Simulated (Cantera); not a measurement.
A perfectly stirred reactor is fed with NO : N2 = 1 : 1.6 (molar parts), at 8.25 Torr; it is held at 1600 K, and followed from long to short residence time.

Cantera simulation using GRI-Mech 3.0 (53 species, 325 reactions); the numbers are that mechanism's predictions, not measurements. Radical loss at walls, strong at low pressure, is not modelled.

**Question.** What does this change do: temperature 1600 to 2150 K?

**Answer.** 
```tsv
quantity	before	after
x(NO) at τ = 1.90 s	0.384	0.241
x(O) at τ = 1.90 s	9.20e-6	0.00483
x(O2) at τ = 1.90 s	7.78e-5	0.0691
x(N2O) at τ = 1.90 s	3.25e-5	1.46e-5
x(NO2) at τ = 1.90 s	1.12e-5	1.99e-5
x(NO) at τ = 35.0 ms	0.385	0.384
x(O) at τ = 35.0 ms	1.43e-6	0.000292
x(O2) at τ = 35.0 ms	3.55e-8	0.000133
x(N2O) at τ = 35.0 ms	1.70e-6	5.12e-5
x(NO2) at τ = 35.0 ms	3.72e-7	1.67e-6
```
